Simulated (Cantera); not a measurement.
## Diamond growth

A diamond (100) surface in a fixed gas of H2 with x(CH4) = 0.018, x(CH3) = 0.00039, at 1373 K, 0.0109 atm; coverages are run to steady state.

Detailed kinetics in Cantera: the Harris–Goodwin 1993 mechanism for the reconstructed diamond (100) surface.

```
x(H)     growth (µm/h)  θ c6HH  θ c6H*  θ c6*H   θ c6**
-------  -------------  ------  ------  ------  -------
0.0001         0.00158   0.691  0.0290   0.276  0.00354
0.00023        0.00977   0.562  0.0406   0.387  0.00988
0.00053         0.0449   0.460  0.0492   0.469   0.0212
0.0012           0.144   0.399  0.0537   0.512   0.0348
0.0028           0.341   0.365  0.0558   0.531   0.0469
0.0065           0.595   0.349  0.0566   0.539   0.0547
0.015            0.838   0.342  0.0570   0.542   0.0589
0.035             1.07   0.338  0.0571   0.543   0.0609
0.08              1.38   0.337  0.0573   0.544   0.0619
```
θ: site fractions in the mechanism's names (c6HH fully hydrogenated, c6H* and c6*H radical sites, c6** diradical, c6HM methylated).
